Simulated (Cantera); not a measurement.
Standard-state values (1 bar) from the NASA 1993 polynomials, evaluated with Cantera. Values are per mole of reaction as written; species without (g) are pure solids or liquids, kept so even where they would boil at 1 bar.

4 Al + O₂(g) → 2 Al₂O(g)

| T (K) | ΔH° (kJ) | ΔS° (J/K) | ΔG° (kJ) | log10 K | condensed phases |
|---|---|---|---|---|---|
| 300 | … | … | … | … | Al(s) |
| 373 | … | … | … | … | Al(s) |
| 573 | -297.0 | 170.8 | -394.8 | 35.99 | Al(s) |
| 773 | -303.1 | 161.7 | -428.1 | 28.93 | Al(s) |
| 973 | … | … | … | … | Al(l) |
| 1173 | -362.4 | 98.6 | -478.1 | 21.29 | Al(l) |
| 1373 | -370.5 | 92.2 | -497.1 | 18.91 | Al(l) |
| 1573 | -378.6 | 86.7 | -515.0 | 17.10 | Al(l) |

### Question
Some entries are withheld; supply them.

### Answer

- 300, ΔH° (kJ): -290.4
- 300, ΔS° (J/K): 186.2
- 300, ΔG° (kJ): -346.3
- 300, log10 K: 60.29
- 373, ΔH° (kJ): -292.1
- 373, ΔS° (J/K): 181.2
- 373, ΔG° (kJ): -359.7
- 373, log10 K: 50.37
- 973, ΔH° (kJ): -354.4
- 973, ΔS° (J/K): 106.1
- 973, ΔG° (kJ): -457.6
- 973, log10 K: 24.57
